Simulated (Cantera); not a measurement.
Feed: 1 mol Ta, 0.54 mol CH4, a varied amount of H2O, at 1900 K and 3500 Pa.

Method: chemical equilibrium by Gibbs-energy minimisation in Cantera with the NASA 1993 tables (ideal gas, pure condensed phases). Candidate condensed phases: C, C6H6, C7H8, C8H18, H2O, Ta, TaC, Ta2O5; 113 gas species. Mutual solubility and eutectic melting of coexisting phases are not modelled. TaC: taken at fixed stoichiometry. Condensed phases not in the tables: Ta2C, N, O or C dissolved in the metal. Kinetics and transport are ignored.

log p: log10 of the partial pressure in bar; n: condensed amount in mol.

```csv
n(H2O) (mol),log p H2,log p H2O,log p CO,log p CO2,log p H,log p OH,log p TaO2,n Ta(s),n TaC(s),n Ta2O5(s)
0.38,-1.47,-4.41,-3.04,-6.61,-3.84,-7.86,-6.78,?,0.501,0.0679
0.69,-1.47,-4.41,-3.04,-6.61,-3.84,-7.86,-6.78,?,0.493,0.128
1.2,-1.47,-4.41,-3.04,-6.61,-3.84,-7.86,-6.78,?,0.479,0.227
2.2,-1.50,-4.29,-2.54,-5.95,-3.85,-7.73,-6.85,0,0.242,0.379
3.9,-1.58,-2.28,-2.49,-3.81,-3.89,-5.67,-7.90,0,0,0.500
7.1,-1.77,-1.80,-2.75,-3.40,-3.99,-5.10,-8.23,0,0,0.500
13,-1.99,-1.63,-3.08,-3.34,-4.09,-4.82,-8.42,0,0,0.500
```

Task: Some entries are withheld; supply them.

Result: 
- 0.38, n Ta(s): 0.363
- 0.69, n Ta(s): 0.251
- 1.2, n Ta(s): 0.0658
